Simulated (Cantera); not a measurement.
Input (Python, Cantera) and output of one run.

```python
import numpy as np
import cantera as ct

gas_names = [...]  # 151 gases of nasa_gas.yaml made of C, H, N, O, Si
cond_names = """
    C(gr) C6H6(L) C7H8(L) C8H18(L),n-octa H2O(s) H2O(L) Si(cr) Si(L) SiC(b) SiO2(Lqz) SiO2(hqz) SiO2(L)
    Si2N2O(s) Si3N4(a)
""".split()


# ... load() reads the species with a 1 bar reference pressure and builds the phases ...
atoms = {
    'TEOS': {'Si': 1, 'C': 8, 'H': 20, 'O': 4},
    'CO2': {'C': 1, 'O': 2},
    'N2': {'N': 2},
}
top_T = {'C(gr)': 4500, 'SiC(b)': 3050, 'Si2N2O(s)': 2100, 'Si3N4(a)': 2400}  # K; cautious upper limits of use, not melting points


# ... equilibrate(T, P, feed) seeds the gas with the atoms and calls Mixture.equilibrate('TP', solver="vcs", rtol=1e-11, max_steps=5000) ...
results = []
feed = {'TEOS': 1, 'CO2': 0.73, 'N2': 12}  # mol
P = 133.322  # Pa
for T in [748, 848, 948, 1048, 1148, 1248, 1348]:
    mix = equilibrate(T, P, feed)
    results.append((T, P, feed, dict(zip(mix.species_names, mix.species_moles))))
    x = sorted(zip(gas.X, gas.species_names), reverse=True)
    print(f"T = {T:g} K  P = {P:g} Pa  gas = {mix.phase_moles(0):.4g} mol")
    print("   x: " + "  ".join(f"{s} {v:.3e}" for v, s in x if v > 1e-06))
    print("   condensed (mol): " + ("  ".join(f"{mix.phase(i).name} {mix.phase_moles(i):.4g}"
          for i in range(1, mix.n_phases) if mix.phase_moles(i) > 1e-12) or "none"))
```

Result:

```
T = 748 K  P = 133.322 Pa  gas = 25.05 mol
   x: N2 4.791e-01  H2 3.922e-01  CO 1.123e-01  CO2 1.008e-02  H2O 5.660e-03  CH4 6.796e-04  NH3 1.185e-06
   condensed (mol): C(gr) 5.647  SiO2(Lqz) 1
T = 848 K  P = 133.322 Pa  gas = 25.43 mol
   x: N2 4.719e-01  H2 3.925e-01  CO 1.344e-01  CO2 5.498e-04  H2O 5.192e-04  CH4 1.316e-04
   condensed (mol): C(gr) 5.294  SiO2(hqz) 1
T = 948 K  P = 133.322 Pa  gas = 25.46 mol
   x: N2 4.714e-01  H2 3.927e-01  CO 1.358e-01  H2O 6.884e-05  CO2 4.304e-05  CH4 3.528e-05
   condensed (mol): C(gr) 5.272  SiO2(hqz) 1
T = 1048 K  P = 133.322 Pa  gas = 25.46 mol
   x: N2 4.713e-01  H2 3.927e-01  CO 1.359e-01  H2O 1.330e-05  CH4 1.201e-05  CO2 5.462e-06  HCN 4.648e-06
   condensed (mol): C(gr) 5.27  SiO2(hqz) 1
T = 1148 K  P = 133.322 Pa  gas = 26.46 mol
   x: N2 4.346e-01  H2 3.779e-01  CO 1.874e-01  HCN 1.653e-05  H2O 4.540e-06  CH4 4.530e-06  CO2 1.906e-06  H 1.206e-06
   condensed (mol): C(gr) 3.77  Si2N2O(s) 0.5
T = 1248 K  P = 133.322 Pa  gas = 26.46 mol
   x: N2 4.346e-01  H2 3.779e-01  CO 1.874e-01  HCN 5.035e-05  H 7.862e-06  CH4 2.123e-06  SiO 1.943e-06  H2O 1.452e-06
   condensed (mol): C(gr) 3.769  Si2N2O(s) 0.5
T = 1348 K  P = 133.322 Pa  gas = 26.46 mol
   x: N2 4.345e-01  H2 3.778e-01  CO 1.874e-01  HCN 1.297e-04  H 3.895e-05  SiO 3.832e-05  HNC 1.265e-06  CH4 1.110e-06
   condensed (mol): C(gr) 3.767  Si2N2O(s) 0.4995
```

Cantera equilibrium calculation (NASA polynomials, part measured and part estimated; ideal gas, pure solids and liquids). The feed counts by its element totals alone. N2 is the only nitrogen source here; it is nearly inert below about 1500 K, so the nitride shown seldom forms there in practice.
